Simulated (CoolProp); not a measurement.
Computed with CoolProp (reference Helmholtz-energy equation of state, Lemmon 2003). It is a pseudo-pure fit of the blend.

Task: For R404A, give the phase and the density (kg/m³), speed of sound (m/s), viscosity (µPa s) at 275.8 K and 53.1 bar; 472 K and 53.1 bar.

Result: 
- 275.8 K and 53.1 bar: liquid; density 1170, speed of sound 538, viscosity 188
- 472 K and 53.1 bar: supercritical; density 157, speed of sound 187, viscosity 22.5

Viscosity comes from a separate model (Geller 2000).
